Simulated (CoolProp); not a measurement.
Vapour-liquid equilibrium of CF4 (R14) (1) + CHF3 (R23) (2) at -103.35 °C; x and y are mole fractions of (1).

Computed with CoolProp (multi-fluid Helmholtz-energy mixture model, Platzer 1990 and Penoncello 2003; pair parameters Bell 2016). This equation is an older, rougher fit; its heat capacities, sound speeds and derivatives of the liquid may be far off and weren't checked against measurements.

| x | bubble pressure (MPa) | y at the bubble point | dew pressure at overall composition x (MPa) | liquid density (mol/L) |
|---|---|---|---|---|
| 0.05 | 0.1094 | 0.779 | 0.02590 | 21.46 |
| 0.125 | 0.2037 | 0.885 | 0.02812 | 20.99 |
| 0.2 | 0.2663 | 0.914 | 0.03075 | 20.54 |
| 0.275 | 0.3060 | 0.927 | 0.03391 | 20.09 |
| 0.35 | 0.3300 | 0.934 | 0.03779 | 19.66 |
| 0.425 | 0.3442 | 0.938 | 0.04268 | 19.24 |
| 0.5 | 0.3531 | 0.941 | 0.04901 | 18.84 |
| 0.575 | 0.3599 | 0.943 | 0.05756 | 18.44 |
| 0.65 | 0.3669 | 0.946 | 0.06971 | 18.07 |
| 0.725 | 0.3756 | 0.950 | 0.08837 | 17.71 |
| 0.8 | 0.3872 | 0.956 | 0.1206 | 17.37 |
| 0.875 | 0.4024 | 0.967 | 0.1891 | 17.06 |
| 0.95 | 0.4215 | 0.984 | 0.3758 | 16.78 |

No azeotrope shows between x = 0.05 and 0.95.

The pair parameters rest on a limited set of measurements; away from them the model extrapolates. With so large a gap from Raoult's law the liquid may split in two, which this calculation doesn't test in full.
